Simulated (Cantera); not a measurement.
An isothermal plug-flow reactor at 650 K and 4.93 atm (inlet), inlet velocity 0.68 m/s, active area per volume 450 1/m; feed 0.254 % H2, 4.51 % O2, 91.3 % N2, 3.93 % H2O.

Cantera simulation using Deutschmann's 1995 Pt surface mechanism with GRI-Mech 3.0 gas chemistry; the numbers are that mechanism's predictions, not measurements. Catalytic surfaces can have several steady states; this one follows from the mechanism file's or the stated starting coverage. Mass transfer to the wall is taken as infinitely fast.

Predict: x(H2) at z = 0.029 m; x(O2) at z = 0.029 m; x(H2O) at z = 0.029 m; θ(free Pt) at the exit; θ(O*) at the exit; θ(OH*) at the exit.


* **x(H2) at z = 0.029 m**: 3.16e-5
* **x(O2) at z = 0.029 m**: 0.0439
* **x(H2O) at z = 0.029 m**: 0.0419
* **θ(free Pt) at the exit**: 0.00252
* **θ(O*) at the exit**: 0.991
* **θ(OH*) at the exit**: 0.00645
